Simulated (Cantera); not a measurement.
Mixture: CH4 : H2 : O2 : N2 = 1 : 0.27 : 1.52 : 5.73 (molar parts), equivalence ratio 1.4, at 1.01 bar, adiabatic and at constant pressure. Ignition delay is the time to a rise of 400 K.

Cantera simulation using GRI-Mech 3.0 (53 species, 325 reactions); the numbers are that mechanism's predictions, not measurements.

### Question
What does this change do: constant volume in place of constant pressure?

### Answer
| quantity | before | after |
|---|---|---|
| delay at 1275 K | 3.33 ms | 3.02 ms |
| delay at 1350 K | 1.65 ms | 1.50 ms |
| delay at 1425 K | 0.859 ms | 0.786 ms |
| delay at 1500 K | 0.473 ms | 0.435 ms |
| delay at 1575 K | 0.276 ms | 0.255 ms |
| delay at 1650 K | 0.170 ms | 0.158 ms |
| delay at 1725 K | 0.110 ms | 0.102 ms |
| apparent activation energy between 1575 and 1725 K | 140 kJ/mol | 140 kJ/mol |
